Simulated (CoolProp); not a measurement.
Saturated liquid density (kg/m³) of isopentane: the reference equation beside estimates from Tc = 187.2 °C, pc = 3.378 MPa, ω = 0.227. Rackett uses Z = 0.29056 − 0.08775 ω.

Model: reference Helmholtz-energy equation of state, Lemmon 2006, in CoolProp. It is a short technical equation, of lower accuracy than the large ones.

| T (°C) | reference | Rackett | van der Waals | Redlich-Kwong |
|---|---|---|---|---|
| 51.75 | 586.7 | 591.4 | 361.6 | 523.7 |
| 62.05 | 575.1 | 579.3 | 354.3 | 510.6 |
| 72.45 | 563.0 | 566.7 | 346.6 | 496.8 |
| 82.85 | 550.3 | 553.5 | 338.4 | 482.1 |
| 93.15 | 537.1 | 539.8 | 329.9 | 466.8 |
| 103.55 | 523.0 | 525.3 | 320.8 | 450.4 |
| 113.85 | 508.1 | 510.0 | 311.1 | 433.0 |
| 124.25 | 491.8 | 493.4 | 300.6 | 414.1 |

Absolute difference from the reference over all 8 rows, mean and median: Rackett 0.6 and 0.5 %, van der Waals 38.6 and 38.5 %, Redlich-Kwong 13.0 and 12.7 %.
